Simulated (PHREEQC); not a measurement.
Solution (90 °C): 0.11 mol HCl and 0.011 mol ZnSO4 per kg of water. Closed to the air; pH follows from the charge balance.

All values are PHREEQC results (ion-association model, phreeqc.dat), not measurements.

This is a speciation only: nothing precipitates in the calculation.

### Question
Order these Zn species by the share of Zn that they hold, largest first: Zn+2, ZnCl+, ZnCl2, ZnCl3-, ZnSO4.

### Answer
Zn+2 (50 %), ZnCl+ (45 %), ZnCl2 (3.1 %), ZnSO4 (0.96 %), ZnCl3- (0.51 %)

### Question
Order these Cl species by the share of Cl that they hold, largest first: ZnCl3-, ZnCl2, ZnCl+, Cl-.

### Answer
Cl- (95 %), ZnCl+ (4.5 %), ZnCl2 (0.62 %), ZnCl3- (0.15 %)

The pH is 1.10 and the ionic strength 0.122 mol/kgw. Complexes and solids missing from the database can't appear. Constants without temperature data keep their 25 °C values here.
